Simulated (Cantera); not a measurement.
**Carbon deposition, reforming and gasification: CO + CO₂**

Feed: 1 mol CO, 0.92 mol CO₂, equilibrated at 1948 K and 383 Torr.

Equilibrium computed with Cantera from the NASA thermochemical tables; the gas is ideal and each condensed phase is pure. Candidate condensed phases: C; 12 gas species. Kinetics and transport are ignored.

```yaml
x(CO): 0.521
x(CO₂): 0.479
x(O₂): 1.19e-6
gas_amount: 1.920 mol
log10 activity of C(graphite) (absent): -5.02
```
